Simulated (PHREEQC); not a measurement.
Make-up at 75 °C: 11 mmol/kgw LiCl and 0.28 mmol/kgw K2SO4. Closed to the air; pH follows from the charge balance.

Equilibrium calculation in PHREEQC: Pitzer model, pitzer.dat.

Precipitation was switched off in this run.

Question: Predict the specific conductance, osmotic coefficient.

Answer: specific conductance 2920 µS/cm; osmotic coefficient 0.961.

Complexes and solids missing from the database can't appear. At this temperature some constants are extrapolated from 25 °C, and those without enthalpy data are left unchanged.
